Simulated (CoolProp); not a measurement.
Model: reference Helmholtz-energy equation of state, Lemmon 2006, in CoolProp. It is a short technical equation, of lower accuracy than the large ones.

Question: Give the vapour pressure (bar), vapour density (kg/m³), enthalpy of vaporisation (kJ/kg), liquid cp (kJ/(kg K)) of saturated carbon monoxide at 121.5 K.

Answer: 
```csv
T (K),p (bar),vapour density (kg/m³),enthalpy of vaporisation (kJ/kg),liquid cp (kJ/(kg K))
121.5,20.3,86.8,123,3.39
```
